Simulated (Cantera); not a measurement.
Charge: 1 mol Pb, 3 mol N₂, held at 22.0 Pa.

Equilibrium computed with Cantera from the NASA thermochemical tables; the gas is ideal and each condensed phase is pure. Candidate condensed phases: Pb; 4 gas species. Rates play no part. All values below are at 725 °C.

Base state: N₂ 0.930, Pb 0.0704 (mole fractions); condensed: Pb(l).

Task: What changes in the equilibrium state with this change: Pb replaced by Hg?

Result: 
```csv
species,before,after
N₂,0.930,0.750
Hg,0,0.250
Pb,0.0704,0
"Pb(l), mol",0.773,0
```
Further candidate phases: Hg.
